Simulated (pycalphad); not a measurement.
Phase fractions of Ti-44.4B (at.%)

CALPHAD calculation (pycalphad, COST 507 light-alloy database (1999)), 1 atm. These are 1990s assessments: newer ones move some temperatures and phases. Phase fractions are per mole of atoms. Diffusion is slow at the low end, where real alloys seldom reach equilibrium.

```csv
T (K),liquid,B2M,BM,bcc,hcp
2875,1.000,-,-,-,-
2725,0.925,0.075,-,-,-
2575,0.826,0.174,-,-,-
2425,0.407,-,0.593,-,-
2275,0.297,-,0.703,-,-
2125,0.229,-,0.771,-,-
1975,0.172,-,0.828,-,-
1825,0.131,-,0.869,-,-
1675,-,-,0.888,0.112,-
1525,-,-,0.888,0.112,-
1375,-,-,0.888,0.112,-
1225,-,-,0.888,0.112,-
1075,-,-,0.888,-,0.112
925,-,-,0.888,-,0.112
775,-,-,0.888,-,0.112
625,-,-,0.888,-,0.112
```

Database names, with the compositions (at.%) that they take in these runs: B2M: B 67 Ti 33; BM: Ti 50 B 50.
